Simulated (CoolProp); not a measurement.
The fluid at 301.74 K and 0.345 MPa flows at 5.6 m/s in a round tube of 50 mm bore and 45 µm roughness, fully developed (64/Re and Nu = 3.66 if laminar; Colebrook and Gnielinski if turbulent). The same conditions are run with several fluids, on thermodynamics alone (safety and materials aside).

The numbers come from the reference Helmholtz-energy equation of state of each fluid (ethanol: Schroeder 2014; R236EA: Rui 2013; n-octane: Beckmüller 2019; R123: Younglove 1994; toluene: Lemmon 2006) in CoolProp.

**Question.** Rank ethanol, R236EA, n-octane, R123, toluene by Reynolds number, highest first.

**Answer.** R236EA (1080000), R123 (1010000), toluene (454000), n-octane (397000), ethanol (216000)

| fluid | Darcy friction factor | pressure drop (Pa/m) | heat-transfer coefficient (W/(m² K)) | mass flow (kg/h) |
|---|---|---|---|---|
| ethanol | 0.0205 | 5040 | 6380 | 31000 |
| R236EA | 0.0194 | 8630 | 10100 | 56000 |
| n-octane | 0.0199 | 4350 | 7030 | 27500 |
| R123 | 0.0195 | 8890 | 8770 | 57600 |
| toluene | 0.0198 | 5350 | 7590 | 34000 |

Transport values come from each fluid's own correlations; those of R236EA are estimates that may be off by 10 % or more.
